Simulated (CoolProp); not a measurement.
Computed with CoolProp (reference Helmholtz-energy equation of state, de Reuck 1990).

### Question
For fluorine, give the phase and the density (kg/m³), cv (kJ/(kg K)), Joule-Thomson coefficient (K/MPa), expansivity (1/kK) at 201.2 K and 13.4 MPa; 275.3 K and 13.4 MPa; 300 K and 13.4 MPa.

### Answer
- 201.2 K and 13.4 MPa: supercritical; density 408, cv 0.659, Joule-Thomson coefficient 2.40, expansivity 12.3
- 275.3 K and 13.4 MPa: supercritical; density 235, cv 0.623, Joule-Thomson coefficient 1.50, expansivity 4.91
- 300 K and 13.4 MPa: supercritical; density 210, cv 0.622, Joule-Thomson coefficient 1.24, expansivity 4.17
